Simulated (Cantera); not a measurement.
# Equilibrium for roasting and sulfation: MgO + H2S + H2O

Feed: 1 mol MgO, 0.23 mol H2S, 0.91 mol H2O, equilibrated at 0.460 bar.

Method: chemical equilibrium by Gibbs-energy minimisation in Cantera with the NASA 1993 tables (ideal gas, pure condensed phases). Candidate condensed phases: H2O, H2SO4, Mg, MgO, Mg(OH)2, MgS, MgSO4, S; 26 gas species. Gases not in the tables: S3 to S7. Kinetics and transport are ignored.

```
T (K)  x H2O  x H2S     x H2      x S2     x SO2    x S2O     x SH  n MgO(s)
-----  -----  -----  -------  --------  --------  -------  -------  --------
750    0.797  0.200  0.00221  0.000744  0.000238  3.91e-6  5.25e-8      1.00
775    0.797  0.199  0.00297   0.00102  0.000303  5.49e-6  1.05e-7      1.00
800    0.796  0.198  0.00393   0.00138  0.000380  7.55e-6  2.02e-7      1.00
825    0.795  0.197  0.00510   0.00183  0.000471  1.02e-5  3.72e-7      1.00
850    0.795  0.196  0.00651   0.00237  0.000576  1.35e-5  6.60e-7      1.00
875    0.794  0.194  0.00821   0.00303  0.000698  1.75e-5  1.13e-6      1.00
900    0.793  0.192   0.0102   0.00381  0.000837  2.24e-5  1.88e-6      1.00
925    0.792  0.190   0.0125   0.00472  0.000996  2.83e-5  3.04e-6      1.00
950    0.790  0.188   0.0152   0.00577   0.00118  3.53e-5  4.78e-6      1.00
```
x: gas mole fraction; n: condensed amount in mol.

From 750 K to 950 K the condensed part is MgO(s).
